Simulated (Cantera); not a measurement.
Cantera run:

```python
import numpy as np
import cantera as ct

gas_names = """
    CL CLO CL2 Fe FeCL FeCL2 FeCL3 FeO Fe2CL4 Fe2CL6 O O2 O3
""".split()
cond_names = """
    Fe(a) Fe(c) Fe(d) Fe(L) FeCL2(s) FeCL2(L) FeCL3(s) FeCL3(L) FeO(s) FeO(L) Fe2O3(s) Fe3O4(s)
""".split()


# ... load() reads the species with a 1 bar reference pressure and builds the phases ...
atoms = {
    'Fe2O3': {'Fe': 2, 'O': 3},
    'Cl2': {'CL': 2},
}
top_T = {'Fe2O3(s)': 1830, 'Fe3O4(s)': 1870}  # K; cautious upper limits of use, not melting points


# ... equilibrate(T, P, feed) seeds the gas with the atoms and calls Mixture.equilibrate('TP', solver="vcs", rtol=1e-11, max_steps=5000) ...
results = []
feed = {'Fe2O3': 1, 'Cl2': 1.1}  # mol
P = 101325  # Pa
for T in [825, 875, 925, 975, 1025, 1075, 1125, 1175, 1225, 1275, 1325, 1375, 1425, 1475]:
    mix = equilibrate(T, P, feed)
    results.append((T, P, feed, dict(zip(mix.species_names, mix.species_moles))))
    x = sorted(zip(gas.X, gas.species_names), reverse=True)
    print(f"T = {T:g} K  P = {P:g} Pa  gas = {mix.phase_moles(0):.4g} mol")
    print("   x: " + "  ".join(f"{s} {v:.3e}" for v, s in x if v > 1e-06))
    print("   condensed (mol): " + ("  ".join(f"{mix.phase(i).name} {mix.phase_moles(i):.4g}"
          for i in range(1, mix.n_phases) if mix.phase_moles(i) > 1e-12) or "none"))
```

It prints:

```
T = 825 K  P = 101325 Pa  gas = 1.101 mol
   x: CL2 9.895e-01  O2 5.017e-03  FeCL3 4.265e-03  Fe2CL6 1.212e-03  CL 1.623e-05
   condensed (mol): Fe2O3(s) 0.9963
T = 875 K  P = 101325 Pa  gas = 1.102 mol
   x: CL2 9.797e-01  O2 9.425e-03  FeCL3 9.091e-03  Fe2CL6 1.736e-03  CL 4.529e-05  FeCL2 4.860e-06
   condensed (mol): Fe2O3(s) 0.9931
T = 925 K  P = 101325 Pa  gas = 1.104 mol
   x: CL2 9.636e-01  FeCL3 1.745e-02  O2 1.655e-02  Fe2CL6 2.297e-03  CL 1.128e-04  FeCL2 2.140e-05  CLO 1.131e-06
   condensed (mol): Fe2O3(s) 0.9878
T = 975 K  P = 101325 Pa  gas = 1.107 mol
   x: CL2 9.389e-01  FeCL3 3.063e-02  O2 2.729e-02  Fe2CL6 2.841e-03  CL 2.549e-04  FeCL2 7.953e-05  CLO 2.826e-06
   condensed (mol): Fe2O3(s) 0.9799
T = 1025 K  P = 101325 Pa  gas = 1.113 mol
   x: CL2 9.037e-01  FeCL3 4.975e-02  O2 4.246e-02  Fe2CL6 3.306e-03  CL 5.284e-04  FeCL2 2.560e-04  CLO 6.379e-06
   condensed (mol): Fe2O3(s) 0.9685
T = 1075 K  P = 101325 Pa  gas = 1.12 mol
   x: CL2 8.567e-01  FeCL3 7.541e-02  O2 6.254e-02  Fe2CL6 3.632e-03  CL 1.015e-03  FeCL2 7.280e-04  CLO 1.314e-05  Fe2CL4 1.848e-06
   condensed (mol): Fe2O3(s) 0.9533
T = 1125 K  P = 101325 Pa  gas = 1.131 mol
   x: CL2 7.977e-01  FeCL3 1.073e-01  O2 8.751e-02  Fe2CL6 3.769e-03  FeCL2 1.858e-03  CL 1.820e-03  CLO 2.488e-05  Fe2CL4 5.935e-06
   condensed (mol): Fe2O3(s) 0.934
T = 1175 K  P = 101325 Pa  gas = 1.145 mol
   x: CL2 7.282e-01  FeCL3 1.439e-01  O2 1.167e-01  FeCL2 4.308e-03  Fe2CL6 3.693e-03  CL 3.069e-03  CLO 4.363e-05  Fe2CL4 1.674e-05
   condensed (mol): Fe2O3(s) 0.9109
T = 1225 K  P = 101325 Pa  gas = 1.162 mol
   x: CL2 6.509e-01  FeCL3 1.826e-01  O2 1.490e-01  FeCL2 9.163e-03  CL 4.892e-03  Fe2CL6 3.415e-03  CLO 7.133e-05  Fe2CL4 4.195e-05
   condensed (mol): Fe2O3(s) 0.8846
T = 1275 K  P = 101325 Pa  gas = 1.184 mol
   x: CL2 5.690e-01  FeCL3 2.196e-01  O2 1.828e-01  FeCL2 1.802e-02  CL 7.406e-03  Fe2CL6 2.974e-03  CLO 1.094e-04  Fe2CL4 9.423e-05
   condensed (mol): Fe2O3(s) 0.8557
T = 1325 K  P = 101325 Pa  gas = 1.211 mol
   x: CL2 4.862e-01  FeCL3 2.508e-01  O2 2.166e-01  FeCL2 3.294e-02  CL 1.069e-02  Fe2CL6 2.431e-03  Fe2CL4 1.909e-04  CLO 1.582e-04
   condensed (mol): Fe2O3(s) 0.825
T = 1375 K  P = 101325 Pa  gas = 1.245 mol
   x: CL2 4.057e-01  FeCL3 2.717e-01  O2 2.492e-01  FeCL2 5.622e-02  CL 1.478e-02  Fe2CL6 1.858e-03  Fe2CL4 3.498e-04  CLO 2.171e-04
   condensed (mol): Fe2O3(s) 0.793
T = 1425 K  P = 101325 Pa  gas = 1.289 mol
   x: CL2 3.300e-01  O2 2.794e-01  FeCL3 2.791e-01  FeCL2 8.977e-02  CL 1.960e-02  Fe2CL6 1.317e-03  Fe2CL4 5.803e-04  CLO 2.835e-04
   condensed (mol): Fe2O3(s) 0.7598
T = 1475 K  P = 101325 Pa  gas = 1.343 mol
   x: O2 3.064e-01  FeCL3 2.711e-01  CL2 2.611e-01  FeCL2 1.343e-01  CL 2.499e-02  Fe2CL4 8.708e-04  Fe2CL6 8.600e-04  CLO 3.537e-04  O 1.579e-06
   condensed (mol): Fe2O3(s) 0.7255
```

Method: chemical equilibrium by Gibbs-energy minimisation in Cantera with the NASA 1993 tables (ideal gas, pure condensed phases). Condensed phases not in the tables: FeOCl.
